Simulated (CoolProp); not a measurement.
A single-stage vapour-compression cycle with R11: evaporating at 316.15 K (dew point), condensing at 365.15 K (bubble point), superheat 5 K, subcooling 5 K, compressor efficiency 0.7, no pressure losses. Each further row changes one setting.

Model: reference Helmholtz-energy equation of state, Jacobsen 1992, in CoolProp.

```
case                              cooling COP  pressure ratio  discharge temperature (K)  refrigerating effect (kJ/kg)  volumetric capacity (kJ/m³)
--------------------------------  -----------  --------------  -------------------------  ----------------------------  ---------------------------
as stated                                3.89            3.61                      386.1                           136                         1420
evaporating temperature 321.15 K         4.48            3.11                      384.0                           139                         1660
condensing temperature 360.15 K          4.43            3.22                      380.0                           141                         1470
subcooling 10 K                          4.02            3.61                      386.1                           141                         1470
superheat 15 K                           3.91            3.61                      397.2                           142                         1430
compressor efficiency 0.6                3.33            3.61                      394.5                           136                         1420
```
